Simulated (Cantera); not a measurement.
A Cantera script and what it prints.

```python
import numpy as np
import cantera as ct

gas_names = """
    CL CL2 H HCL H2 Si SiCL SiCL2 SiCL3 SiCL4 SiH SiHCL3 SiH2 SiH2CL2 SiH3 SiH3CL SiH4 Si2 Si3
""".split()
cond_names = """
    Si(cr) Si(L)
""".split()


# ... load() reads the species with a 1 bar reference pressure and builds the phases ...
atoms = {
    'SiHCl3': {'Si': 1, 'H': 1, 'CL': 3},
    'HCl': {'H': 1, 'CL': 1},
    'H2': {'H': 2},
}
top_T = {}  # K; cautious upper limits of use, not melting points


# ... equilibrate(T, P, feed) seeds the gas with the atoms and calls Mixture.equilibrate('TP', solver="vcs", rtol=1e-11, max_steps=5000) ...
results = []
T = 1625  # K
P = 1333.22  # Pa
for m in [100, 140, 180, 250, 330, 450, 600, 810]:
    feed = {'SiHCl3': 1, 'HCl': 1.4, 'H2': m}  # mol
    mix = equilibrate(T, P, feed)
    results.append((T, P, feed, dict(zip(mix.species_names, mix.species_moles))))
    x = sorted(zip(gas.X, gas.species_names), reverse=True)
    print(f"T = {T:g} K  P = {P:g} Pa  n(H2) = {m:g} mol  gas = {mix.phase_moles(0):.4g} mol")
    print("   x: " + "  ".join(f"{s} {v:.3e}" for v, s in x if v > 1e-06))
    print("   condensed (mol): " + ("  ".join(f"{mix.phase(i).name} {mix.phase_moles(i):.4g}"
          for i in range(1, mix.n_phases) if mix.phase_moles(i) > 1e-12) or "none"))
```

It prints:

```
T = 1625 K  P = 1333.22 Pa  n(H2) = 100 mol  gas = 103.4 mol
   x: H2 9.611e-01  HCL 3.401e-02  SiCL2 4.216e-03  H 5.990e-04  SiCL3 2.007e-05  CL 1.669e-05  SiCL 1.336e-05  Si 1.222e-05  SiH2 6.354e-06  SiH 2.756e-06
   condensed (mol): Si(cr) 0.5581
T = 1625 K  P = 1333.22 Pa  n(H2) = 140 mol  gas = 143.4 mol
   x: H2 9.711e-01  HCL 2.582e-02  SiCL2 2.403e-03  H 6.021e-04  CL 1.260e-05  Si 1.222e-05  SiCL 1.009e-05  SiCL3 8.640e-06  SiH2 6.420e-06  SiH 2.770e-06
   condensed (mol): Si(cr) 0.6493
T = 1625 K  P = 1333.22 Pa  n(H2) = 180 mol  gas = 183.5 mol
   x: H2 9.770e-01  HCL 2.084e-02  SiCL2 1.557e-03  H 6.039e-04  Si 1.222e-05  CL 1.014e-05  SiCL 8.121e-06  SiH2 6.459e-06  SiCL3 4.503e-06  SiH 2.778e-06
   condensed (mol): Si(cr) 0.7081
T = 1625 K  P = 1333.22 Pa  n(H2) = 250 mol  gas = 253.5 mol
   x: H2 9.829e-01  HCL 1.560e-02  SiCL2 8.675e-04  H 6.058e-04  Si 1.222e-05  CL 7.572e-06  SiH2 6.498e-06  SiCL 6.062e-06  SiH 2.787e-06  SiCL3 1.874e-06
   condensed (mol): Si(cr) 0.7725
T = 1625 K  P = 1333.22 Pa  n(H2) = 330 mol  gas = 333.5 mol
   x: H2 9.867e-01  HCL 1.213e-02  H 6.070e-04  SiCL2 5.226e-04  Si 1.222e-05  SiH2 6.523e-06  CL 5.877e-06  SiCL 4.705e-06  SiH 2.792e-06
   condensed (mol): Si(cr) 0.8166
T = 1625 K  P = 1333.22 Pa  n(H2) = 450 mol  gas = 453.5 mol
   x: H2 9.900e-01  HCL 9.105e-03  H 6.080e-04  SiCL2 2.933e-04  Si 1.222e-05  SiH2 6.545e-06  CL 4.403e-06  SiCL 3.525e-06  SiH 2.797e-06
   condensed (mol): Si(cr) 0.8553
T = 1625 K  P = 1333.22 Pa  n(H2) = 600 mol  gas = 603.6 mol
   x: H2 9.923e-01  HCL 6.943e-03  H 6.087e-04  SiCL2 1.701e-04  Si 1.222e-05  SiH2 6.560e-06  CL 3.353e-06  SiH 2.800e-06  SiCL 2.685e-06
   condensed (mol): Si(cr) 0.8825
T = 1625 K  P = 1333.22 Pa  n(H2) = 810 mol  gas = 813.7 mol
   x: H2 9.941e-01  HCL 5.211e-03  H 6.092e-04  SiCL2 9.569e-05  Si 1.222e-05  SiH2 6.572e-06  SiH 2.803e-06  CL 2.515e-06  SiCL 2.013e-06
   condensed (mol): Si(cr) 0.9027
```

Cantera equilibrium calculation (NASA polynomials, part measured and part estimated; ideal gas, pure solids and liquids). The tables' values for SiCl3, SiCl are old estimates; treat these amounts as uncertain.
